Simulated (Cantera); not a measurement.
A diamond (100) surface in a fixed gas of H2 with x(CH4) = 0.0053, x(H) = 0.0013, x(CH3) = 0.0015, 33.8 Torr; coverages are run to steady state.

Model: the Harris–Goodwin 1993 mechanism for the reconstructed diamond (100) surface, integrated in Cantera.

θ: site fractions in the mechanism's names (c6HH fully hydrogenated, c6H* and c6*H radical sites, c6** diradical, c6HM methylated).

```tsv
T (K)	growth (µm/h)	θ c6HH	θ c6H*	θ c6*H	θ c6**	θ c6HM
900	9.15	0.332	0.00490	0.137	0.00157	0.422
975	?	0.354	?	?	?	?
1050	?	?	?	?	?	?
1125	13.2	0.442	0.0260	0.390	0.0127	0.0804
1200	7.70	0.443	0.0360	0.461	0.0191	0.0197
1275	6.25	0.420	0.0442	0.493	0.0250	0.00432
1350	5.70	0.399	0.0515	0.508	0.0308	0.000962
```

Problem. Fill in the missing entries.

Solution. 
- 975, growth (µm/h): 14.9
- 975, θ c6H*: 0.00892
- 975, θ c6*H: 0.196
- 975, θ c6**: 0.00338
- 975, θ c6HM: 0.327
- 1050, growth (µm/h): 18.1
- 1050, θ c6HH: 0.394
- 1050, θ c6H*: 0.0157
- 1050, θ c6*H: 0.281
- 1050, θ c6**: 0.00685
- 1050, θ c6HM: 0.209
